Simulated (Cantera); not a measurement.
Input: 1 mol Cu₂O, 5.1 mol H₂, 0.039 mol H₂O, at 1550 °C and 12.0 Pa.

Method: chemical equilibrium by Gibbs-energy minimisation in Cantera with the NASA 1993 tables (ideal gas, pure condensed phases). Candidate condensed phases: Cu, CuO, Cu(OH)₂, Cu₂O, H₂O; 12 gas species. Kinetics and transport are ignored.

Base state: H₂ 0.551, Cu 0.276, H₂O 0.143, H 0.0294, OH 0.000529, Cu₂ 2.74e-5, O 2.17e-5 (mole fractions); condensed: gas only.

Task: What changes in the equilibrium state with this change: temperature from 1550 °C to 402 °C?

Result: 
| species | before | after |
|---|---|---|
| H₂ | 0.551 | 0.798 |
| H₂O | 0.143 | 0.202 |
| Cu | 0.276 | <1e-9 |
| H | 0.0294 | <1e-9 |
| OH | 0.000529 | <1e-9 |
| Cu₂ | 2.74e-5 | <1e-9 |
| Cu(s), mol | 0 | 2.00 |
